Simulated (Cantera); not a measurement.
An adiabatic, constant-volume homogeneous reactor starts with 38.4 % H2, 12.0 % O2, 45.0 % N2, 4.61 % H2O, equivalence ratio 1.6, at 1425 K and 500000 Pa.

Cantera simulation using GRI-Mech 3.0 (53 species, 325 reactions); the numbers are that mechanism's predictions, not measurements. The hydrogen kinetics of GRI-Mech 3.0 are dated; newer H2 mechanisms differ, most at raised pressure. Above 3000 K some thermodynamic fits are extrapolated.

**Question.** Predict: time of steepest temperature rise; temperature at 9.00 s; equilibrium temperature; x(H2) at 9.00 s; x(O2) at 9.00 s; x(H2O) at 9.00 s; x(H2O2) at 9.00 s; x(OH) at 9.00 s; x(NO) at 9.00 s.

**Answer.** 
| Property | Result |
|---|---|
| time of steepest temperature rise | 4.10 µs |
| temperature at 9.00 s | 3065 K |
| equilibrium temperature | 3065 K |
| x(H2) at 9.00 s | 0.162 (gas-phase equilibrium 0.162) |
| x(O2) at 9.00 s | 0.00106 (gas-phase equilibrium 0.00106) |
| x(H2O) at 9.00 s | 0.295 (gas-phase equilibrium 0.295) |
| x(H2O2) at 9.00 s | 5.70e-7 (gas-phase equilibrium 5.70e-7) |
| x(OH) at 9.00 s | 0.0158 (gas-phase equilibrium 0.0158) |
| x(NO) at 9.00 s | 0.00292 (gas-phase equilibrium 0.00292) |
